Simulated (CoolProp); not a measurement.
Properties of carbon monoxide along the isotherm -125.95 °C (Tc = -140.3 °C, pc = 34.98 bar, ω = 0.050).

Values from CoolProp's reference Helmholtz-energy equation of state, Lemmon 2006. It is a short technical equation, of lower accuracy than the large ones.

```csv
p (bar),phase,cp (kJ/(kg K)),expansivity (1/kK)
1.35,gas,(withheld),6.992
2.69,gas,1.069,7.200
4.04,gas,1.085,7.419
5.38,gas,1.102,7.649
6.73,gas,1.120,7.894
8.07,gas,(withheld),8.150
9.42,gas,(withheld),8.423
10.8,gas,1.181,8.719
12.1,gas,(withheld),9.015
13.5,gas,1.228,9.354
14.8,gas,1.252,9.688
16.1,gas,1.279,10.04
17.5,gas,(withheld),10.45
```

Q: Fill in the missing entries.

A: 
- 1.35, cp (kJ/(kg K)): 1.054
- 8.07, cp (kJ/(kg K)): 1.139
- 9.42, cp (kJ/(kg K)): 1.159
- 12.1, cp (kJ/(kg K)): 1.203
- 17.5, cp (kJ/(kg K)): 1.309
